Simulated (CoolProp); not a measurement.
Vapour-liquid equilibrium of n-hexane (1) + m-xylene (2) at 245 kPa; x and y are mole fractions of (1).

Computed with CoolProp (multi-fluid Helmholtz-energy mixture model, Thol 2019 and Zhou 2012; pair parameters Bell 2016).

```csv
x,bubble temperature (K),y at the bubble point,dew temperature at overall composition x (K),liquid density (mol/L)
0.05,440.5,0.195,446.5,6.805
0.2,418.8,0.588,440.3,6.910
0.35,402.9,0.777,433.1,6.954
0.5,392.1,0.869,424.6,6.942
0.65,384.8,0.920,414.2,6.894
0.8,379.4,0.955,400.4,6.828
0.95,374.5,0.988,380.2,6.763
```

No azeotrope shows between x = 0.05 and 0.95.

Pair parameters are fitted to limited data, so mixtures are less certain than the pure fluids. The gap from Raoult's law changes sign with composition, which may be real or a fault of the pair parameters; it wasn't checked against measurements.
